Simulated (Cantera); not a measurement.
**Equilibrium for halide evaporation, hydrolysis and transport: KCl + H₂**

Input: 1 mol KCl, 4 mol H₂, equilibrated at 10000 Pa.

These are equilibrium values from Cantera (NASA tables, ideal gas, pure condensed phases), not measurements of a reactor. Candidate condensed phases: K, KCl; 10 gas species. Kinetics and transport are ignored.

```tsv
T (°C)	log p H₂	log p KCl	log p K₂Cl₂	log p HCl	log p K	n KCl(s)	n KCl(l)
677	-1.00	-4.45	-4.91	-7.19	-7.19	0.998	0
727	-1.00	-3.88	-4.27	-6.61	-6.61	0.990	0
777	-1.00	-3.37	-3.71	-6.10	-6.10	0	0.967
827	-1.01	-2.97	-3.31	-5.66	-5.66	0	0.917
877	-1.02	-2.60	-2.96	-5.26	-5.26	0	0.804
927	-1.03	-2.27	-2.64	-4.90	-4.90	0	0.566
977	-1.07	-1.97	-2.35	-4.58	-4.58	0	0.0628
1027	-1.08	-1.87	-2.44	-4.36	-4.36	0	0
1077	-1.09	-1.81	-2.60	-4.18	-4.18	0	0
```
log p: log10 of the partial pressure in bar; n: condensed amount in mol.

From 677 °C to 727 °C the condensed part is KCl(s). From 777 °C to 977 °C the condensed part is KCl(l). From 1027 °C to 1077 °C nothing is condensed. The main K-bearing gas is KCl throughout.
